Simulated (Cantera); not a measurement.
Input: 1 mol C3H8, 0.96 mol H2O, 0.77 mol H2, at 2152 °C and 67.0 Pa.

Method: chemical equilibrium by Gibbs-energy minimisation in Cantera with the NASA 1993 tables (ideal gas, pure condensed phases). Candidate condensed phases: C, C6H6, C7H8, C8H18, H2O; 110 gas species. Kinetics and transport are ignored.

Question: What is the equilibrium state?

Answer: x(H): 0.454
x(H2): 0.431
x(CO): 0.111
x(C2H2 (acetylene)): 0.00337
x(C3): 0.000222
x(C2H): 0.000216
x(C): 8.58e-5
x(C2): 2.02e-5
x(C4H2): 1.08e-5
n(C(graphite)): 1.97 mol
gas amount: 8.660 mol
